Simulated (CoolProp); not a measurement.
Vapour pressure (MPa) of R115: the reference equation beside estimates from Tc = 353.1 K, pc = 3.129 MPa, ω = 0.248. Clausius-Clapeyron is anchored at 277.9 K with a constant enthalpy of vaporisation of 16.36 kJ/mol.

Computed with CoolProp (reference Helmholtz-energy equation of state, Lemmon 2016).

| T (K) | reference | Lee-Kesler | Clausius-Clapeyron | Redlich-Kwong | Soave-Redlich-Kwong | Peng-Robinson |
|---|---|---|---|---|---|---|
| 265.8 | 0.3473 | 0.3492 | 0.3699 | 0.4909 | 0.3495 | 0.3460 |
| 268.8 | 0.3835 | 0.3858 | 0.4018 | 0.5347 | 0.3863 | 0.3823 |
| 271.8 | 0.4224 | 0.4251 | 0.4356 | 0.5812 | (withheld) | 0.4213 |
| 274.9 | 0.4657 | 0.4689 | 0.4727 | 0.6321 | 0.4702 | 0.4647 |
| 277.9 | 0.5107 | 0.5142 | 0.5107 | (withheld) | 0.5161 | 0.5099 |
| 280.9 | 0.5588 | 0.5628 | 0.5508 | 0.7394 | 0.5653 | 0.5583 |
| 283.9 | 0.6102 | 0.6147 | 0.5931 | 0.7974 | 0.6179 | 0.6100 |
| 287 | 0.6669 | 0.6719 | 0.6392 | 0.8606 | 0.6760 | 0.6672 |
| 290 | 0.7254 | 0.7308 | 0.6862 | 0.9249 | 0.7360 | 0.7263 |
| 293 | 0.7876 | 0.7935 | 0.7356 | 0.9925 | (withheld) | 0.7893 |

Question: What belongs in the gaps?

Answer: 
- 271.8, Soave-Redlich-Kwong: 0.4260
- 277.9, Redlich-Kwong: 0.6843
- 293, Soave-Redlich-Kwong: 0.7998

Absolute difference from the reference over all 10 rows, mean and median: Lee-Kesler 0.7 and 0.7 %, Clausius-Clapeyron 3.6 and 3.6 %, Redlich-Kwong 33.4 and 33.2 %, Soave-Redlich-Kwong 1.1 and 1.1 %, Peng-Robinson 0.2 and 0.2 %.
